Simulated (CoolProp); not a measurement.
Vapour-liquid equilibrium of isobutene (1) + ethanol (2) at 358.1 K; x and y are mole fractions of (1).

Computed with CoolProp (multi-fluid Helmholtz-energy mixture model, Lemmon 2005 and Schroeder 2014; pair parameters Bell 2016).

```json
[
 {"x": "0.05", "bubble pressure (MPa)": "0.3281", "y at the bubble point": "0.604", "dew pressure at overall composition x (MPa)": "0.1373", "liquid density (mol/L)": "15.40"},
 {"x": "0.2", "bubble pressure (MPa)": "0.8011", "y at the bubble point": "0.844", "dew pressure at overall composition x (MPa)": "0.1632", "liquid density (mol/L)": "14.13"},
 {"x": "0.35", "bubble pressure (MPa)": "1.033", "y at the bubble point": "0.884", "dew pressure at overall composition x (MPa)": "0.2009", "liquid density (mol/L)": "12.94"},
 {"x": "0.5", "bubble pressure (MPa)": "1.110", "y at the bubble point": "0.895", "dew pressure at overall composition x (MPa)": "0.2608", "liquid density (mol/L)": "11.83"},
 {"x": "0.65", "bubble pressure (MPa)": "1.151", "y at the bubble point": "0.903", "dew pressure at overall composition x (MPa)": "0.3704", "liquid density (mol/L)": "10.81"},
 {"x": "0.8", "bubble pressure (MPa)": "1.218", "y at the bubble point": "0.923", "dew pressure at overall composition x (MPa)": "0.6362", "liquid density (mol/L)": "9.903"},
 {"x": "0.95", "bubble pressure (MPa)": "1.321", "y at the bubble point": "0.972", "dew pressure at overall composition x (MPa)": "1.282", "liquid density (mol/L)": "9.141"}
]
```

No azeotrope shows between x = 0.05 and 0.95.

Pair parameters are fitted to limited data, so mixtures are less certain than the pure fluids. With so large a gap from Raoult's law the liquid may split in two, which this calculation doesn't test in full.
